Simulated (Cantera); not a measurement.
Silicon epitaxy and polysilicon growth: SiH₄ + N₂ + Cl₂

Input: 1 mol SiH₄, 40 mol N₂, 0.062 mol Cl₂, equilibrated at 1823 K and 1 atm.

Method: chemical equilibrium by Gibbs-energy minimisation in Cantera with the NASA 1993 tables (ideal gas, pure condensed phases). Candidate condensed phases: NH₄Cl, Si, Si₃N₄; 28 gas species. Kinetics and transport are ignored.

```json
{
  "x(N₂)": "0.950",
  "x(H₂)": "0.0468",
  "x(HCl)": "0.00293",
  "x(H)": "9.31e-5",
  "x(SiCl₂)": "3.07e-5",
  "x(Cl)": "4.44e-6",
  "n(Si₃N₄(s))": "0.333 mol",
  "gas_amount": "41.40 mol",
  "log10 activity of Si(l) (absent)": "-1.25"
}
```
